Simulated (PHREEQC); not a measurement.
Make-up at 85 °C: 0.00095 mol HF, 0.00023 mol H2SiF6, 5.1e-05 mol H3BO3 and 7.4e-05 mol H2SO4 per kg of water. Closed to the air; pH follows from the charge balance.

Equilibrium calculation in PHREEQC: ion-association model, phreeqc.dat.

The pH is 3.17 and the ionic strength comes out as 0.000749 mol/kgw. The specific conductance is 735 µS/cm and the total alkalinity comes out as -2.48 meq/kg.

```tsv
species	molality	activity	log γ
HF	0.00177	0.00177	0.000
H+	0.000691	0.000668	-0.015
F-	0.000554	0.000535	-0.015
H4SiO4	0.000230	0.000230	0.000
SO4-2	5.79e-5	5.04e-5	-0.061
H3BO3	5.01e-5	5.01e-5	0.000
HSO4-	1.61e-5	1.55e-5	-0.015
HF2-	4.13e-6	3.98e-6	-0.015
BF2(OH)2-	6.69e-7	6.45e-7	-0.015
BF4-	1.43e-7	1.38e-7	-0.015
BF3OH-	1.05e-7	1.01e-7	-0.015
```

Precipitation was switched off in this run. Away from 25 °C the constants follow the database's enthalpies or fits; those with neither stay at their 25 °C values. SiF6-2 is the database's only silicon fluoride. Real BF4- forms and hydrolyses slowly; the run takes it at equilibrium.
